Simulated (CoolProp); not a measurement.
Vapour-liquid equilibrium of isopentane (1) + R365MFC (2) at 0.944 MPa; x and y are mole fractions of (1).

Model: multi-fluid Helmholtz-energy mixture model, Lemmon 2006 and Lemmon 2016; pair parameters Bell 2016, in CoolProp.

| x | bubble temperature, mixture model (°C) | bubble temperature, Raoult's law (°C) | y, mixture model | y, Raoult's law |
|---|---|---|---|---|
| 0.05 | 117.2 | 120.5 | 0.104 | 0.058 |
| 0.2 | 109.5 | 119.3 | 0.323 | 0.227 |
| 0.35 | 105.5 | 118.1 | 0.456 | 0.388 |
| 0.5 | 103.7 | 116.9 | 0.549 | 0.542 |
| 0.65 | 103.4 | 115.7 | 0.632 | 0.687 |
| 0.8 | 104.8 | 114.5 | 0.734 | 0.826 |
| 0.95 | 109.7 | 113.3 | 0.907 | 0.958 |

The largest gap from Raoult's law is -13.2 K in bubble temperature, at x = 0.5. y crosses x between x = 0.5 and 0.65: the model has an azeotrope there.

Pair parameters are fitted to limited data, so mixtures are less certain than the pure fluids.
